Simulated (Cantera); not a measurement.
## Reactions in the system C-O-Ta

Cantera with NASA thermochemical tables; ideal gases at 1 bar, condensed phases pure. Values are per mole of reaction as written; species without (g) are pure solids or liquids, kept so even where they would boil at 1 bar.

5 C + 2 Ta₂O₅ = 4 Ta + 5 CO₂(g)

```tsv
T (K)	ΔH° (kJ)	ΔS° (J/K)	ΔG° (kJ)	log10 K
350	2122.9	914.9	1802.7	-269.03
400	2120.9	909.6	1757.0	-229.44
450	2118.5	904.0	1711.7	-198.68
500	2115.8	898.2	1666.6	-174.11
550	2112.7	892.4	1621.9	-154.03
600	2109.3	886.6	1577.4	-137.32
650	2105.8	880.8	1533.2	-123.21
700	2102.0	875.2	1489.3	-111.13
750	2098.0	869.8	1445.7	-100.69
```
